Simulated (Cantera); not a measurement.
An adiabatic, constant-pressure homogeneous reactor starts with 3.62 % CH4, 0.435 % H2, 20.2 % O2, 75.8 % N2, equivalence ratio 0.37, at 1800 K and 1.00 atm.

Detailed kinetics in Cantera: GRI-Mech 3.0 (53 species, 325 reactions).

Question: Predict: time of steepest temperature rise; temperature at 1.00 s; equilibrium temperature; x(H2) at 1.00 s; x(O2) at 1.00 s; x(O) at 1.00 s; x(OH) at 1.00 s; x(H2O2) at 1.00 s.

Answer: 
| Item | Result |
|---|---|
| time of steepest temperature rise | 86.2 µs |
| temperature at 1.00 s | 2456 K |
| equilibrium temperature | 2456 K |
| x(H2) at 1.00 s | 0.000988 (gas-phase equilibrium 0.000988) |
| x(O2) at 1.00 s | 0.117 (gas-phase equilibrium 0.117) |
| x(O) at 1.00 s | 0.00396 (gas-phase equilibrium 0.00396) |
| x(OH) at 1.00 s | 0.00911 (gas-phase equilibrium 0.00911) |
| x(H2O2) at 1.00 s | 1.55e-7 (gas-phase equilibrium 1.55e-7) |
